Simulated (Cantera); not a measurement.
Input: 1 mol Fe₂O₃, 0.38 mol C, 0.014 mol CO, held at 1727 °C and 0.000500 bar.

Method: chemical equilibrium by Gibbs-energy minimisation in Cantera with the NASA 1993 tables (ideal gas, pure condensed phases). Candidate condensed phases: C, Fe, Fe(CO)₅, FeO, Fe₂O₃, Fe₃O₄; 15 gas species. The tables' stoichiometric FeO is somewhat more stable than real wüstite, so its field is too wide. FeO: taken at fixed stoichiometry. The numbers say what is thermodynamically allowed, not how fast it happens.

Base state: CO₂ 0.648, O₂ 0.244, CO 0.0776, O 0.0148, Fe 0.00894, FeO 0.00683 (mole fractions); condensed: FeO(l).

Q: What changes in the equilibrium state with this change: temperature from 1727 °C to 975 °C?

A: 
```csv
species,before,after
CO₂,0.648,0.949
CO,0.0776,0.0509
Fe,0.00894,4.85e-9
O₂,0.244,1.86e-9
O,0.0148,<1e-9
FeO,0.00683,<1e-9
"FeO(l), mol",1.99,0
"FeO(s), mol",0,1.26
"Fe₃O₄(s), mol",0,0.246
```
Mutual solubility and eutectic melting of coexisting phases are not modelled.

Q: What changes in the equilibrium state with this change: CO from 0.014 to 0.45 mol?

A: 
| species | before | after |
|---|---|---|
| CO₂ | 0.648 | 0.676 |
| CO | 0.0776 | 0.260 |
| Fe | 0.00894 | 0.0287 |
| O₂ | 0.244 | 0.0236 |
| O | 0.0148 | 0.00460 |
| FeO | 0.00683 | 0.00683 |
| FeO(l), mol | 1.99 | 1.97 |
